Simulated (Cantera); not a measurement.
A perfectly stirred reactor is fed with 33.7 % H2, 34.7 % O2, 31.6 % N2, at 45000 Pa; it is held at 1250 K, and followed from long to short residence time.

Detailed kinetics in Cantera: the H2/O2 subset of GRI-Mech 3.0, which has no nitrogen chemistry. The temperature is held fixed by assumption; the heat of reaction is taken as removed at once.

Task: Predict: x(H2) at τ = 0.390 s; x(O2) at τ = 0.390 s; x(H) at τ = 0.390 s; x(O) at τ = 0.390 s; x(OH) at τ = 0.390 s; x(H2) at τ = 12.0 ms; x(O2) at τ = 12.0 ms; x(H) at τ = 12.0 ms; x(O) at τ = 12.0 ms; x(OH) at τ = 12.0 ms.

Result: 
```
Quantity                 Value
--------------------  --------
x(H2) at τ = 0.390 s  0.000323
x(O2) at τ = 0.390 s     0.215
x(H) at τ = 0.390 s    5.59e-6
x(O) at τ = 0.390 s    4.03e-5
x(OH) at τ = 0.390 s  0.000353
x(H2) at τ = 12.0 ms   0.00309
x(O2) at τ = 12.0 ms     0.216
x(H) at τ = 12.0 ms   0.000182
x(O) at τ = 12.0 ms   0.000473
x(OH) at τ = 12.0 ms   0.00115
```
